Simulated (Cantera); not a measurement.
An adiabatic, constant-pressure homogeneous reactor starts with CH4 : H2 : O2 : N2 : H2O = 1 : 0.22 : 3.35 : 12.6 : 0.84 (molar parts), equivalence ratio 0.63, at 1025 K and 2.70 bar. Integrator tolerance rtol = 1e-08.

Detailed kinetics in Cantera: GRI-Mech 3.0 (53 species, 325 reactions).

Task: What does this change do: H2 0.22 to 0.53 parts?

Result: 
| quantity | before | after |
|---|---|---|
| time of steepest temperature rise | 20.9 ms | 12.7 ms |
| temperature at 3.00 s | 2215 K | 2288 K |
| equilibrium temperature | 2215 K | 2288 K |
| x(CH4) at 3.00 s | <1e-12 (gas-phase equilibrium <1e-12) | <1e-12 (gas-phase equilibrium <1e-12) |
| x(H2) at 3.00 s | 0.000505 (gas-phase equilibrium 0.000505) | 0.000918 (gas-phase equilibrium 0.000918) |
| x(O2) at 3.00 s | 0.0652 (gas-phase equilibrium 0.0652) | 0.0558 (gas-phase equilibrium 0.0558) |
| x(NO) at 3.00 s | 0.00688 (gas-phase equilibrium 0.00688) | 0.00742 (gas-phase equilibrium 0.00742) |
| x(HCN) at 3.00 s | <1e-12 (gas-phase equilibrium <1e-12) | 1.09e-12 (gas-phase equilibrium 1.09e-12) |
| x(CH2O) at 3.00 s | <1e-12 (gas-phase equilibrium <1e-12) | 1.49e-12 (gas-phase equilibrium 1.49e-12) |
| x(CO) at 3.00 s | 0.000878 (gas-phase equilibrium 0.000878) | 0.00150 (gas-phase equilibrium 0.00150) |
